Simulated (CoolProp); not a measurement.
Vapour-liquid equilibrium of methane (1) + ethane (2) at 144.8 K; x and y are mole fractions of (1).

Values from CoolProp's multi-fluid Helmholtz-energy mixture model, Setzmann 1991 and Bücker 2006; pair parameters Kunz 2012.

| x | bubble pressure (MPa) | y at the bubble point | dew pressure at overall composition x (MPa) | liquid density (mol/L) |
|---|---|---|---|---|
| 0.05 | 0.05757 | (withheld) | 0.006377 | 19.88 |
| 0.2 | 0.1997 | 0.973 | 0.007570 | (withheld) |
| 0.35 | 0.3255 | 0.985 | 0.009312 | 21.20 |
| 0.5 | 0.4386 | 0.990 | 0.01209 | (withheld) |
| 0.65 | 0.5444 | 0.994 | 0.01724 | 22.38 |
| 0.8 | 0.6505 | (withheld) | 0.02999 | 22.81 |
| 0.95 | 0.7691 | (withheld) | 0.1148 | 22.98 |

### Question
Fill in the missing entries.

### Answer

- 0.05, y at the bubble point: 0.897
- 0.2, liquid density (mol/L): 20.55
- 0.5, liquid density (mol/L): 21.82
- 0.8, y at the bubble point: 0.996
- 0.95, y at the bubble point: 0.999

No azeotrope shows between x = 0.05 and 0.95.

Pair parameters are fitted to limited data, so mixtures are less certain than the pure fluids. The gap from Raoult's law changes sign with composition, which may be real or a fault of the pair parameters; it wasn't checked against measurements.
